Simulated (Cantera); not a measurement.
A closed system holds: 1 mol Fe2O3, 4.2 mol H2S, 4 mol N2, 4.4 mol SO3, at 1223 K and 750 Torr.

Method: chemical equilibrium by Gibbs-energy minimisation in Cantera with the NASA 1993 tables (ideal gas, pure condensed phases). Candidate condensed phases: Fe, FeO, Fe(OH)2, Fe(OH)3, FeS, FeSO4, FeS2, Fe2O3, Fe2(SO4)3, Fe3O4, H2O, H2SO4, S; 38 gas species. Mutual solubility and eutectic melting of coexisting phases are not modelled. FeS: taken at fixed stoichiometry. Gases not in the tables: S3 to S7. The numbers say what is thermodynamically allowed, not how fast it happens.

Q: What is the equilibrium state?

A: 
```
Item                                        Value
-------------------------------------  ----------
x(SO2)                                      0.404
x(H2O)                                      0.279
x(N2)                                       0.275
x(S2)                                      0.0284
x(H2S)                                    0.00756
x(H2)                                     0.00239
x(S2O)                                    0.00236
x(SO)                                    0.000247
x(SH)                                     3.46e-5
n(FeS(s))                                1.72 mol
n(Fe3O4(s))                            0.0920 mol
gas amount                              14.52 mol
log10 activity of S(l) (absent)             -1.61
log10 activity of Fe(γ) (absent)            -2.82
log10 activity of Fe(OH)2(s) (absent)       -6.02
```
